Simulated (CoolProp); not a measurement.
A single-stage vapour-compression cycle with ethanol: evaporating at 326.15 K (dew point), condensing at 376.15 K (bubble point), superheat 0 K, subcooling 2 K, compressor efficiency 0.65, no pressure losses. Each further row changes one setting.

The numbers come from the reference Helmholtz-energy equation of state, Schroeder 2014 in CoolProp.

| case | cooling COP | pressure ratio | discharge temperature (K) | refrigerating effect (kJ/kg) | volumetric capacity (kJ/m³) |
|---|---|---|---|---|---|
| as stated | ? | 7.32 | 444.7 | 747 | 437 |
| evaporating temperature 331.15 K | ? | ? | 436.5 | 753 | 548 |
| condensing temperature 371.15 K | 4.25 | ? | ? | 763 | 446 |
| subcooling 7 K | ? | 7.32 | 444.7 | 763 | 446 |
| superheat 10 K | 3.74 | 7.32 | 455.6 | 763 | 432 |
| compressor efficiency 0.55 | ? | 7.32 | 462.5 | 747 | 437 |

Problem. Fill in the missing entries.

Solution. 
- as stated, cooling COP: 3.77
- evaporating temperature 331.15 K, cooling COP: 4.31
- evaporating temperature 331.15 K, pressure ratio: 5.81
- condensing temperature 371.15 K, pressure ratio: 6.17
- condensing temperature 371.15 K, discharge temperature (K): 434.5
- subcooling 7 K, cooling COP: 3.85
- compressor efficiency 0.55, cooling COP: 3.19
